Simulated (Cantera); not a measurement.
An isothermal, constant-pressure homogeneous reactor starts with H2 : O2 : N2 = 1.3 : 1 : 18 (molar parts), at 1175 K and 22000 Pa.

Model: the H2/O2 subset of GRI-Mech 3.0, which has no nitrogen chemistry, integrated in Cantera. The temperature is held fixed by assumption; the heat of reaction is taken as removed at once.

One state of this run: x H2 = 6.49e-8; x O2 = 0.0178; x H2O = 0.0662; x O = 3.56e-8; x HO2 = 2.18e-9. x: mole fraction; the columns are a selection and need not sum to one.

Which value of t (s) does it belong to?
(A) 11.4
(B) 1.65
(C) 0.000105
(D) 0.00502

B, 1.65
